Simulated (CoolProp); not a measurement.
Cyclopropane along the isotherm 288 K: Z from the reference equation and from simpler models built on Tc = 398.7 K, pc = 5.605 MPa, ω = 0.131; each cubic takes its own stable root.

Computed with CoolProp (reference Helmholtz-energy equation of state, Polt 1992). This equation is an older, rougher fit; its heat capacities, sound speeds and derivatives of the liquid may be far off and weren't checked against measurements.

```
p (MPa)   phase   reference  van der Waals  Redlich-Kwong  Soave-Redlich-Kwong  Peng-Robinson
-------  ------  ----------  -------------  -------------  -------------------  -------------
0.00886     gas      0.9984         0.9990         0.9987               0.9986         0.9985
0.013       gas      0.9977         0.9985         0.9980               0.9980         0.9979
0.0191      gas      0.9966         0.9978         0.9971               0.9970         0.9968
0.028       gas      0.9950         0.9968         0.9958               0.9956         0.9954
0.0411      gas      0.9926         0.9953         0.9938               0.9935         0.9932
0.0604      gas      0.9891         0.9931         0.9908               0.9905         0.9900
0.0886      gas      0.9840         0.9899         0.9865               0.9860         0.9852
0.13        gas      0.9763         0.9851         0.9801               0.9793         0.9782
0.191       gas      0.9648         0.9779         0.9705               0.9694         0.9677
0.28        gas      0.9475         0.9673         0.9563               0.9545         0.9521
0.411       gas      0.9208     (withheld)         0.9346           (withheld)         0.9284
0.604    liquid     0.01673         0.9265         0.9009              0.01816        0.01602
0.886    liquid     0.02451         0.8879        0.02707              0.02660        0.02348
1.3      liquid  (withheld)         0.8235        0.03963           (withheld)        0.03440
1.91     liquid     0.05268        0.08385        0.05805              0.05708        0.05042
2.8      liquid     0.07702         0.1220        0.08474              0.08337        0.07367
```

Question: Complete the blanks.

Answer: 
- 0.411, van der Waals: 0.9512
- 0.411, Soave-Redlich-Kwong: 0.9319
- 1.3, reference: 0.03592
- 1.3, Soave-Redlich-Kwong: 0.03896

At some of these states van der Waals, Redlich-Kwong gives the other phase, because its saturation line lies elsewhere.
